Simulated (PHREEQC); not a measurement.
Solution (62 °C): 0.029 mol H3PO4 and 0.063 mol K2HPO4 per kg of water. Closed to the air; pH follows from the charge balance.

Computed with PHREEQC (ion-association model, wateq4f.dat).

**Question.** The ionic strength comes out as 0.156 mol/kgw. What activity coefficients do H2PO4-, K+, KHPO4-, HPO4-2 get?

**Answer.** H2PO4- 0.75, K+ 0.71, KHPO4- 0.75, HPO4-2 0.30.

Precipitation was switched off in this run. Species that the database lacks are ignored. H3PO4, which wateq4f.dat lacks, is added to it with the constant of phreeqc.dat. Away from 25 °C the constants follow the database's enthalpies or fits; those with neither stay at their 25 °C values.
